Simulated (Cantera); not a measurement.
Mixture: CH4 : O2 : N2 = 1 : 1.25 : 4 (molar parts), at 2.70 bar, adiabatic and at constant pressure. Ignition delay is the time to a rise of 400 K.

Cantera simulation using GRI-Mech 3.0 (53 species, 325 reactions); the numbers are that mechanism's predictions, not measurements.

What does this change do: 0.21 parts CO2 added?


```csv
quantity,before,after
delay at 1273 K,8.01 ms,8.48 ms
delay at 1373 K,2.39 ms,2.53 ms
delay at 1473 K,0.786 ms,0.834 ms
delay at 1573 K,0.287 ms,0.303 ms
delay at 1673 K,0.118 ms,0.124 ms
delay at 1773 K,54.6 µs,57.1 µs
apparent activation energy between 1573 and 1773 K,190 kJ/mol,190 kJ/mol
```

What does this change do: 0.3 parts H2 added?


```tsv
quantity	before	after
delay at 1273 K	8.01 ms	1.30 ms
delay at 1373 K	2.39 ms	0.559 ms
delay at 1473 K	0.786 ms	0.249 ms
delay at 1573 K	0.287 ms	0.118 ms
delay at 1673 K	0.118 ms	60.0 µs
delay at 1773 K	54.6 µs	33.0 µs
apparent activation energy between 1573 and 1773 K	190 kJ/mol	150 kJ/mol
```

What does this change do: 0.18 parts H2O added?


```tsv
quantity	before	after
delay at 1273 K	8.01 ms	8.56 ms
delay at 1373 K	2.39 ms	2.58 ms
delay at 1473 K	0.786 ms	0.851 ms
delay at 1573 K	0.287 ms	0.308 ms
delay at 1673 K	0.118 ms	0.124 ms
delay at 1773 K	54.6 µs	56.5 µs
apparent activation energy between 1573 and 1773 K	190 kJ/mol	200 kJ/mol
```
